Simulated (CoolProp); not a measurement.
Vapour-liquid equilibrium of R125 (1) + R134a (2) at 270.7 K; x and y are mole fractions of (1).

Computed with CoolProp (multi-fluid Helmholtz-energy mixture model, Lemmon 2005 and Tillner-Roth 1994; pair parameters Lemmon 2004).

```csv
x,bubble pressure (kPa),y at the bubble point,dew pressure at overall composition x (kPa),liquid density (mol/L)
0.05,286.2,0.106,276.2,12.68
0.15,322.7,0.280,294.7,12.51
0.25,358.5,0.420,315.8,12.34
0.35,393.8,0.534,339.8,12.17
0.45,428.7,0.632,367.3,12.01
0.55,463.4,0.716,399.1,11.84
0.65,498.0,0.790,435.9,11.67
0.75,532.5,0.856,478.9,11.51
0.85,567.3,0.917,529.1,11.34
0.95,602.4,0.973,587.5,11.17
```

No azeotrope shows between x = 0.05 and 0.95.

Pair parameters are fitted to limited data, so mixtures are less certain than the pure fluids.
